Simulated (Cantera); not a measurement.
Feed: 1 mol H₂S, 0.02 mol O₂, held at 1.00 bar.

Cantera equilibrium calculation (NASA polynomials, part measured and part estimated; ideal gas, pure solids and liquids). Candidate condensed phases: H₂O, H₂SO₄, S; 19 gas species. The numbers say what is thermodynamically allowed, not how fast it happens.

Question: At 2550 K, list the 7 most abundant gas species with their mole fractions, and the condensed phases.

Answer: H₂ 0.547, S₂ 0.256, SH 0.0695, H₂S 0.0506, S 0.0273, H 0.0231, H₂O 0.0214. Condensed: gas only.
